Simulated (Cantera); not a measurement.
Input (Python, Cantera):

```python
import numpy as np
import cantera as ct

gas = ct.Solution("gri30.yaml")
gas.TPX = 725, 101325, {'CH4': 1, 'O2': 1.54, 'N2': 5.78}
inlet = ct.Reservoir(gas, clone=True)
gas.equilibrate("HP")  # start burning
reactor = ct.IdealGasConstPressureReactor(gas, energy="on", clone=False)
exhaust = ct.Reservoir(gas, clone=True)
tau = [0.041, 0.025, 0.015, 0.0092, 0.0055, 0.0034, 0.002, 0.0012, 0.00074, 0.00045, 0.00027, 0.00016, 0.0001][0]
for a, b in ((inlet, reactor), (reactor, exhaust)):
    ct.MassFlowController(a, b, mdot=lambda t: reactor.mass / tau)
net = ct.ReactorNet([reactor])
show = ['CH4', 'O2', 'H2O', 'CH2CO', 'CO', 'C2H4']

rows = []
print(f"{'tau/s':>10s}{'T/K':>9s}" + "".join(f"{s:>11s}" for s in show))
for tau in [0.041, 0.025, 0.015, 0.0092, 0.0055, 0.0034, 0.002, 0.0012, 0.00074, 0.00045, 0.00027, 0.00016, 0.0001]:
    net.initial_time = 0.0
    net.advance(30 * tau)
    before = gas.X
    net.advance(40 * tau)
    drift = np.max(np.abs(gas.X - before) / (gas.X + 1e-9))
    rows.append([gas.T, *gas[show].X, drift])
    print(f"{tau:10.3e}{gas.T:9.1f}" + "".join(f"{x:11.3e}" for x in gas[show].X))
```

Result:

```
     tau/s      T/K        CH4         O2        H2O      CH2CO         CO       C2H4
 4.100e-02   2332.2  1.161e-05  3.458e-04  1.825e-01  1.343e-08  6.393e-02  2.964e-09
 2.500e-02   2326.2  1.585e-05  4.396e-04  1.820e-01  1.901e-08  6.396e-02  5.537e-09
 1.500e-02   2318.3  2.158e-05  5.744e-04  1.813e-01  2.664e-08  6.399e-02  1.009e-08
 9.200e-03   2309.1  2.891e-05  7.496e-04  1.805e-01  3.639e-08  6.405e-02  1.742e-08
 5.500e-03   2297.4  3.960e-05  9.954e-04  1.795e-01  5.054e-08  6.413e-02  3.061e-08
 3.400e-03   2284.7  5.386e-05  1.295e-03  1.785e-01  6.962e-08  6.424e-02  5.215e-08
 2.000e-03   2268.8  7.720e-05  1.724e-03  1.771e-01  1.024e-07  6.443e-02  9.617e-08
 1.200e-03   2251.7  1.120e-04  2.258e-03  1.758e-01  1.564e-07  6.469e-02  1.806e-07
 7.400e-04   2234.2  1.636e-04  2.913e-03  1.745e-01  2.493e-07  6.506e-02  3.452e-07
 4.500e-04   2215.0  2.493e-04  3.813e-03  1.731e-01  4.377e-07  6.563e-02  7.188e-07
 2.700e-04   2193.2  3.993e-04  5.129e-03  1.717e-01  8.652e-07  6.654e-02  1.665e-06
 1.600e-04   2166.2  6.828e-04  7.249e-03  1.702e-01  1.976e-06  6.807e-02  4.419e-06
 1.000e-04   2131.9  1.194e-03  1.055e-02  1.683e-01  4.811e-06  7.033e-02  1.236e-05
```

Computed with Cantera and GRI-Mech 3.0 (53 species, 325 reactions).
